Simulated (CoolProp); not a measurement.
The fluid at 293.15 K and 11.4 MPa is throttled through a valve to 6.69 MPa with no heat exchange. The same conditions are run with several fluids, on thermodynamics alone (safety and materials aside).

The numbers come from the reference Helmholtz-energy equation of state of each fluid (R227EA: Lemmon 2016; isobutene: Lemmon 2005; cyclopropane: Polt 1992; ethylbenzene: Zhou 2012; R21: Platzer 1990) in CoolProp. The equations of Platzer and Polt are older, rougher fits.

Q: Rank R227EA, isobutene, cyclopropane, ethylbenzene, R21 by temperature change (K), highest first.

A: ethylbenzene (+2.2), R21 (+1.8), isobutene (+1.6), cyclopropane (+1.2), R227EA (+0.9)

| fluid | final density (kg/m³) |
|---|---|
| R227EA | 1450 |
| isobutene | 603 |
| cyclopropane | 637 |
| ethylbenzene | 870 |
| R21 | 1390 |
